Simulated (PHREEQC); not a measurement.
# Copper plating or etch bath

Consider water at 25 °C with 0.01 mol CuSO4, 0.0077 mol H2SO4 and 0.0098 mol H3BO3 per kg of water. Closed to the air; pH follows from the charge balance.

Equilibrium calculation in PHREEQC: ion-association model, wateq4f.dat.

Each row changes one thing in this solution. No solid was allowed to form.

| case | pH | ionic strength (mol/kgw) | SO4-2 (mol/kgw) | Cu+2 (mol/kgw) | HSO4- (mol/kgw) | CuSO4 (mol/kgw) | SI of Chalcanthite (CuSO4:5H2O) | SI of Tenorite (CuO) |
|---|---|---|---|---|---|---|---|---|
| as made | 2.04 | 0.0403 | 0.00953 | 0.00675 | 0.00492 | 0.00325 | -2.16 | -6.00 |
| 0.00035 mol/kgw KCl added | 2.04 | 0.0406 | 0.00953 | 0.00676 | 0.00492 | 0.00324 | -2.16 | -6.00 |
| H2SO4 from 0.0077 to 0.0385 mol/kgw | 1.40 | 0.0825 | 0.0154 | 0.00659 | 0.0297 | 0.00341 | -2.13 | -7.37 |
| temperature from 25 to 70 °C | 2.19 | 0.0354 | 0.00689 | 0.00698 | 0.00779 | 0.00302 | -2.44 | -4.25 |
| CuSO4 from 0.01 to 0.005 mol/kgw | 2.01 | 0.0288 | 0.00702 | 0.00352 | 0.00420 | 0.00148 | -2.50 | -6.32 |
| diluted 10-fold with water | 2.89 | 0.00545 | 0.00148 | 0.000859 | 0.000148 | 0.000141 | -3.52 | -5.04 |
| H3BO3 from 0.0098 to 0.0196 mol/kgw | 2.04 | 0.0403 | 0.00953 | 0.00675 | 0.00492 | 0.00325 | -2.16 | -6.00 |

Constants without temperature data keep their 25 °C values here.
